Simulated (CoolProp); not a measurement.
Vapour-liquid equilibrium of acetone (1) + p-xylene (2) at 0.0714 MPa; x and y are mole fractions of (1).

Values from CoolProp's multi-fluid Helmholtz-energy mixture model, Lemmon 2006 and Zhou 2012; pair parameters Bell 2016.

```csv
x,bubble temperature (K),y at the bubble point,dew temperature at overall composition x (K),liquid density (mol/L)
0.05,378.3,0.482,397.1,7.538
0.15,356.3,0.777,393.5,8.057
0.25,345.5,0.866,389.4,8.517
0.35,339.0,0.906,385.0,8.977
0.45,334.5,0.929,380.0,9.459
0.55,331.1,0.946,374.3,9.978
0.65,328.2,0.959,367.5,10.55
0.75,325.6,0.971,359.1,11.17
0.85,323.1,0.983,347.7,11.87
0.95,320.6,0.994,330.2,12.66
```

No azeotrope shows between x = 0.05 and 0.95.

The pair parameters rest on a limited set of measurements; away from them the model extrapolates.
